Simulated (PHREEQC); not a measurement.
Solution (8.9 °C): 24 mmol/kgw Pb(NO3)2, 20 mmol/kgw MgSO4 and 0.97 mmol/kgw NaCl. Closed to the air; pH follows from the charge balance.

The numbers come from PHREEQC with the ion-association model, phreeqc.dat.

No solid was allowed to form.

Task: Estimate the pH.

Result: pH 4.93.

Task: In which forms is Pb present?

Result: Pb+2 52 %, PbSO4 33 %, PbNO3+ 13 %, Pb(SO4)2-2 1.4 % of the Pb.

The solution is supersaturated, for example in Anglesite, so a real one may precipitate; this is no full list. Away from 25 °C the constants follow the database's enthalpies or fits; those with neither stay at their 25 °C values.
